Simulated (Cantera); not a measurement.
Charge: 1 mol B2O3, 0.14 mol H2O, 18 mol H2, equilibrated at 4000 Pa.

Method: chemical equilibrium by Gibbs-energy minimisation in Cantera with the NASA 1993 tables (ideal gas, pure condensed phases). Candidate condensed phases: B, B2O3, B3O3H3, H2O; 23 gas species. Gases not in the tables: H3BO3. The numbers say what is thermodynamically allowed, not how fast it happens.

x: gas mole fraction; n: condensed amount in mol.

```json
[
 {"T (°C)": "702", "x H2": "0.992", "x HBO2": "6.72e-6", "x B2O3": "2.45e-11", "x HBO": "3.04e-9", "x H2O": "0.00771", "x B2O2": "<1e-12", "x H": "5.70e-9", "n B2O3(l)": "1.000"},
 {"T (°C)": "777", "x H2": "0.992", "x HBO2": "3.11e-5", "x B2O3": "8.15e-10", "x HBO": "3.97e-8", "x H2O": "0.00770", "x B2O2": "<1e-12", "x H": "4.04e-8", "n B2O3(l)": "1.000"},
 {"T (°C)": "852", "x H2": "0.992", "x HBO2": "0.000116", "x B2O3": "1.67e-8", "x HBO": "3.64e-7", "x H2O": "0.00766", "x B2O2": "(withheld)", "x H": "2.21e-7", "n B2O3(l)": "0.999"},
 {"T (°C)": "927", "x H2": "0.992", "x HBO2": "0.000361", "x B2O3": "2.30e-7", "x HBO": "2.51e-6", "x H2O": "0.00753", "x B2O2": "(withheld)", "x H": "9.83e-7", "n B2O3(l)": "0.997"},
 {"T (°C)": "1002", "x H2": "0.992", "x HBO2": "0.000963", "x B2O3": "2.30e-6", "x HBO": "1.39e-5", "x H2O": "0.00724", "x B2O2": "(withheld)", "x H": "3.67e-6", "n B2O3(l)": "0.991"},
 {"T (°C)": "1077", "x H2": "0.991", "x HBO2": "0.00223", "x B2O3": "1.76e-5", "x HBO": "6.47e-5", "x H2O": "0.00662", "x B2O2": "(withheld)", "x H": "1.19e-5", "n B2O3(l)": "0.979"},
 {"T (°C)": "1152", "x H2": "0.990", "x HBO2": "0.00449", "x B2O3": "0.000107", "x HBO": "0.000266", "x H2O": "0.00559", "x B2O2": "(withheld)", "x H": "3.39e-5", "n B2O3(l)": "0.955"},
 {"T (°C)": "1227", "x H2": "0.986", "x HBO2": "0.00790", "x B2O3": "0.000542", "x HBO": "0.00100", "x H2O": "0.00424", "x B2O2": "(withheld)", "x H": "8.74e-5", "n B2O3(l)": "0.909"},
 {"T (°C)": "1302", "x H2": "0.978", "x HBO2": "0.0127", "x B2O3": "0.00233", "x HBO": "0.00341", "x H2O": "0.00309", "x B2O2": "(withheld)", "x H": "0.000206", "n B2O3(l)": "0.808"},
 {"T (°C)": "1377", "x H2": "0.958", "x HBO2": "0.0205", "x B2O3": "0.00870", "x HBO": "0.00960", "x H2O": "0.00260", "x B2O2": "(withheld)", "x H": "0.000444", "n B2O3(l)": "0.548"},
 {"T (°C)": "1452", "x H2": "0.918", "x HBO2": "0.0327", "x B2O3": "0.0241", "x HBO": "0.0196", "x H2O": "0.00281", "x B2O2": "(withheld)", "x H": "0.000890", "n B2O3(l)": "0"}
]
```

Problem. What belongs in the gaps?

Solution. 
- 852, x B2O2: 3.90e-12
- 927, x B2O2: 1.32e-10
- 1002, x B2O2: 2.98e-9
- 1077, x B2O2: 4.95e-8
- 1152, x B2O2: 6.61e-7
- 1227, x B2O2: 7.59e-6
- 1302, x B2O2: 7.29e-5
- 1377, x B2O2: 0.000496
- 1452, x B2O2: 0.00184
